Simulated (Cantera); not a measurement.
Input (Python, Cantera):

```python
import numpy as np
import cantera as ct

gas = ct.Solution("gri30.yaml")
gas.TPX = 1625, 101325, {'C2H4': 1, 'H2': 3.7, 'H2O': 0.048}
inlet = ct.Reservoir(gas, clone=True)

reactor = ct.IdealGasConstPressureReactor(gas, energy="off", clone=False)
exhaust = ct.Reservoir(gas, clone=True)
tau = [2.7, 1.3, 0.63, 0.3, 0.15, 0.072, 0.035, 0.017, 0.0082, 0.004, 0.0019][0]
for a, b in ((inlet, reactor), (reactor, exhaust)):
    ct.MassFlowController(a, b, mdot=lambda t: reactor.mass / tau)
net = ct.ReactorNet([reactor])
show = ['C2H4', 'H2', 'C2H', 'CH2', 'CH4', 'C2H6', 'H']

rows = []
print(f"{'tau/s':>10s}{'T/K':>9s}" + "".join(f"{s:>11s}" for s in show))
for tau in [2.7, 1.3, 0.63, 0.3, 0.15, 0.072, 0.035, 0.017, 0.0082, 0.004, 0.0019]:
    net.initial_time = 0.0
    net.advance(30 * tau)
    before = gas.X
    net.advance(40 * tau)
    drift = np.max(np.abs(gas.X - before) / (gas.X + 1e-9))
    rows.append([gas.T, *gas[show].X, drift])
    print(f"{tau:10.3e}{gas.T:9.1f}" + "".join(f"{x:11.3e}" for x in gas[show].X))
```

Output:

```
     tau/s      T/K       C2H4         H2        C2H        CH2        CH4       C2H6          H
 2.700e+00   1625.0  1.007e-02  7.776e-01  4.410e-08  8.265e-09  6.086e-02  2.708e-05  6.279e-05
 1.300e+00   1625.0  1.030e-02  7.784e-01  4.503e-08  8.286e-09  5.807e-02  2.637e-05  6.340e-05
 6.300e-01   1625.0  1.069e-02  7.809e-01  4.645e-08  8.095e-09  5.294e-02  2.511e-05  6.460e-05
 3.000e-01   1625.0  1.136e-02  7.859e-01  4.869e-08  7.581e-09  4.451e-02  2.345e-05  6.688e-05
 1.500e-01   1625.0  1.240e-02  7.922e-01  5.167e-08  6.838e-09  3.446e-02  2.241e-05  7.022e-05
 7.200e-02   1625.0  1.421e-02  7.988e-01  5.531e-08  5.962e-09  2.408e-02  2.318e-05  7.476e-05
 3.500e-02   1625.0  1.731e-02  8.034e-01  5.823e-08  5.236e-09  1.632e-02  2.695e-05  7.913e-05
 1.700e-02   1625.0  2.305e-02  8.057e-01  5.905e-08  4.785e-09  1.127e-02  3.526e-05  8.210e-05
 8.200e-03   1625.0  3.395e-02  8.059e-01  5.656e-08  4.694e-09  8.144e-03  5.124e-05  8.301e-05
 4.000e-03   1625.0  5.293e-02  8.038e-01  5.019e-08  5.012e-09  6.082e-03  7.820e-05  8.209e-05
 1.900e-03   1625.0  8.355e-02  7.994e-01  3.945e-08  5.727e-09  4.331e-03  1.184e-04  7.952e-05
```

Cantera simulation using GRI-Mech 3.0 (53 species, 325 reactions); the numbers are that mechanism's predictions, not measurements. GRI-Mech 3.0 was tuned for natural gas; its chemistry of ethylene as a main component is partial and can be far from experiment. GRI-Mech 3.0 stops at C3 and has no aromatics, soot or wall deposition, so with more carbon than oxygen in the feed, carbon stays in small species such as C2H2 where larger ones or solid carbon would form.
